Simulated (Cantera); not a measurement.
Cantera run:

```python
import numpy as np
import cantera as ct

gas_names = """
    AL ALCL ALCL2 ALCL3 ALN ALO ALOCL ALO2 AL2 AL2CL6 AL2O AL2O2 CL CLO CL2 N NO NO2 NO3 N2 N2O O O2 O3
""".split()
cond_names = """
    AL(cr) AL(L) ALCL3(s) ALCL3(L) ALN(s) AL2O3(a) AL2O3(L)
""".split()


def load(file, names, dense=False):
    # The tables refer to 1 bar. Condensed volumes are neglected.
    table = {s.name: s for s in ct.Species.list_from_file(file)}
    out = []
    for n in names:
        d = dict(table[n].input_data)
        d["thermo"] = dict(d["thermo"], **{"reference-pressure": 1e5})
        if dense:
            d["equation-of-state"] = {"model": "constant-volume", "density": "1e6 g/cm^3"}
        out.append(ct.Species.from_dict(d))
    return out


gas = ct.Solution(thermo="ideal-gas", species=load("nasa_gas.yaml", gas_names))
cond = {s.name: ct.Solution(thermo="fixed-stoichiometry", species=[s], name=s.name)
        for s in load("nasa_condensed.yaml", cond_names, dense=True)}
atoms = {
    'AlCl3': {'AL': 1, 'CL': 3},
    'O2': {'O': 2},
    'N2': {'N': 2},
}
top_T = {'ALN(s)': 2750}  # K; cautious upper limits of use, not melting points


def equilibrate(T, P, feed):
    n = {}
    for name, mol in feed.items():
        for a, k in atoms[name].items():
            n[a] = n.get(a, 0.0) + k * mol
    gas.TPX = T, P, n
    mass = sum(n.values()) * gas.mean_molecular_weight
    gas.equilibrate("TP")
    valid = [c for c in cond.values() if c.min_temp <= T <= top_T.get(c.name, c.max_temp)]
    mix = ct.Mixture([(gas, mass / gas.mean_molecular_weight)] + [(c, 0.0) for c in valid])
    mix.T, mix.P = T, P
    mix.equilibrate("TP", solver="vcs", rtol=1e-11, max_steps=5000)
    return mix


results = []
feed = {'AlCl3': 1, 'O2': 9.6, 'N2': 12}  # mol
T = 948.15  # K
P = 133.322  # Pa
mix = equilibrate(T, P, feed)
results.append((T, P, feed, dict(zip(mix.species_names, mix.species_moles))))
x = sorted(zip(gas.X, gas.species_names), reverse=True)
print(f"T = {T:g} K  P = {P:g} Pa  gas = {mix.phase_moles(0):.4g} mol")
print("   x: " + "  ".join(f"{s} {v:.3e}" for v, s in x if v > 1e-05))
print("   condensed (mol): " + ("  ".join(f"{mix.phase(i).name} {mix.phase_moles(i):.4g}"
      for i in range(1, mix.n_phases) if mix.phase_moles(i) > 1e-12) or "none"))
```

It prints:

```
T = 948.15 K  P = 133.322 Pa  gas = 22.36 mol
   x: N2 5.366e-01  O2 3.957e-01  CL2 6.647e-02  CL 1.211e-03  NO 1.942e-05
   condensed (mol): AL2O3(a) 0.5
```

Method: chemical equilibrium by Gibbs-energy minimisation in Cantera with the NASA 1993 tables (ideal gas, pure condensed phases). Condensed phases not in the tables: AlOCl.
